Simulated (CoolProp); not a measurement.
Dimethyl carbonate along the isobar 1.54 MPa: Z from the reference equation and from simpler models built on Tc = 557.0 K, pc = 4.909 MPa, ω = 0.346; each cubic takes its own stable root.

Values from CoolProp's reference Helmholtz-energy equation of state, Zhou 2011.

```csv
T (K),phase,reference,Redlich-Kwong,Soave-Redlich-Kwong,Peng-Robinson
386.1,liquid,0.04582,0.05401,0.05124,0.04531
397.8,liquid,0.04531,0.05361,0.05073,0.04483
409.6,liquid,0.04489,0.05335,0.05035,0.04447
421.3,liquid,0.04456,0.05325,0.05012,0.04424
433.1,liquid,0.04433,0.05333,0.05006,0.04416
444.8,liquid,0.04419,0.05362,0.05018,0.04424
456.6,liquid,0.04418,0.05416,0.05052,0.04452
468.3,liquid,0.04430,0.7914,0.05114,0.04505
```

At some of these states Redlich-Kwong gives the other phase, because its saturation line lies elsewhere.
